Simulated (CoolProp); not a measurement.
Properties of oxygen at several states (Tc = 154.6 K, pc = 5046 kPa, ω = 0.022).

Computed with CoolProp (reference Helmholtz-energy equation of state, Schmidt 1985). Above 300 K oxygen's equation is extrapolated.

| T (K) | p (kPa) | phase | Z | cv (kJ/(kg K)) | expansivity (1/kK) |
|---|---|---|---|---|---|
| 920.4 | 858 | gas | 1.002 | … | 1.086 |
| 253.5 | 30.8 | gas | 0.9996 | … | 3.951 |
| 78.8 | 12.7 | gas | 0.9945 | … | 12.90 |

**Question.** Some entries are withheld; supply them.

**Answer.** 
- 920.4, cv (kJ/(kg K)): 0.8177
- 253.5, cv (kJ/(kg K)): 0.6531
- 78.8, cv (kJ/(kg K)): 0.6562
